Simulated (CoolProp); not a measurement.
Vapour-liquid equilibrium of CHF3 (R23) (1) + propylene (2) at -50.85 °C; x and y are mole fractions of (1).

Values from CoolProp's multi-fluid Helmholtz-energy mixture model, Penoncello 2003 and Lemmon 2013; pair parameters Bell 2016.

```csv
x,bubble pressure (MPa),y at the bubble point,dew pressure at overall composition x (MPa),liquid density (mol/L)
0.05,0.1486,0.427,0.09173,14.73
0.125,0.2225,0.634,0.09934,14.94
0.2,0.2780,0.720,0.1083,15.16
0.275,0.3190,0.767,0.1190,15.38
0.35,0.3491,0.796,0.1320,15.62
0.425,0.3713,0.817,0.1481,15.88
0.5,0.3883,0.833,0.1685,16.15
0.575,0.4021,0.847,0.1952,16.44
0.65,0.4142,0.860,0.2312,16.77
0.725,0.4257,0.876,0.2819,17.13
0.8,0.4371,0.895,0.3531,17.52
0.875,0.4483,0.922,0.4252,17.97
0.95,0.4581,0.962,0.4558,18.47
```

No azeotrope shows between x = 0.05 and 0.95.

The pair parameters rest on a limited set of measurements; away from them the model extrapolates. With so large a gap from Raoult's law the liquid may split in two, which this calculation doesn't test in full.
